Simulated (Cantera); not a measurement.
Cantera with NASA thermochemical tables; ideal gases at 1 bar, condensed phases pure. Values are per mole of reaction as written; species without (g) are pure solids or liquids, kept so even where they would boil at 1 bar. TaC: taken at fixed stoichiometry.

Q: Between 973 and 1423 K, where is each reaction favourable under standard conditions?
- CH4(g) + Ta = 4 H(g) + TaC

A: 
- CH4(g) + Ta = 4 H(g) + TaC: ΔG° is 511 kJ at 973 K and 358 kJ at 1423 K; it stays positive (K < 1). ΔH° is 847 kJ and ΔS° 344 J/K at 1423 K.
